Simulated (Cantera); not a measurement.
A perfectly stirred reactor is fed with 9.24 % H₂, 5.70 % O₂, 68.4 % N₂, 16.6 % H₂O, equivalence ratio 0.81, at 5.00 bar; it is adiabatic with a 625 K inlet, and is followed from long to short residence time, starting on the burning branch (τ in s: 0.43, 0.15, 0.05, 0.017, 0.0057, 0.0019, 0.00065, 0.00022, 7.4e-05, 2.5e-05).

Model: the H2/O2 subset of GRI-Mech 3.0, which has no nitrogen chemistry, integrated in Cantera. The hydrogen kinetics of GRI-Mech 3.0 are dated; newer H2 mechanisms differ, most at raised pressure.

x: mole fraction; the columns are a selection and need not sum to one.

```tsv
τ (s)	T (K)	x H₂	x O₂	x H₂O	x HO₂	x O	x OH
0.43	1306	0.000337	0.0115	0.271	7.44e-6	1.99e-7	(withheld)
0.15	1303	0.000806	0.0117	0.270	1.49e-5	4.59e-7	(withheld)
0.050	1295	0.00197	0.0123	0.269	2.76e-5	1.06e-6	(withheld)
0.017	1269	0.00580	0.0142	0.265	4.99e-5	1.99e-6	(withheld)
0.0057	625	0.0924	0.0570	0.166	<1e-12	<1e-12	<1e-12
0.0019	625	0.0924	0.0570	0.166	<1e-12	<1e-12	<1e-12
0.00065	625	0.0924	0.0570	0.166	<1e-12	<1e-12	<1e-12
0.00022	625	0.0924	0.0570	0.166	<1e-12	<1e-12	<1e-12
7.4e-5	625	0.0924	0.0570	0.166	<1e-12	<1e-12	<1e-12
2.5e-5	625	0.0924	0.0570	0.166	<1e-12	<1e-12	<1e-12
```

Problem. What belongs in the gaps?

Solution. 
- 0.43, x OH: 1.02e-5
- 0.15, x OH: 1.14e-5
- 0.050, x OH: 1.27e-5
- 0.017, x OH: 1.07e-5
